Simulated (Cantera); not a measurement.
A diamond (100) surface in a fixed gas of H2 with x(CH4) = 0.013, x(H) = 0.012, at 1200 K, 14.3 Torr; coverages are run to steady state.

Cantera simulation using the Harris–Goodwin 1993 mechanism for the reconstructed diamond (100) surface; the numbers are that mechanism's predictions, not measurements.

One state of this run: growth (µm/h) = 0.236; θ c6HH = 0.439; θ c6H* = 0.0385; θ c6*H = 0.492; θ c6** = 0.0304; θ c6HM = 0.000204. θ: site fractions in the mechanism's names (c6HH fully hydrogenated, c6H* and c6*H radical sites, c6** diradical, c6HM methylated).

Question: Which value of x(CH3) does it belong to?
A. 3.7e-05
B. 4.2e-06
C. 1.8e-05
D. 2.1e-06

Answer: A, 3.7e-05
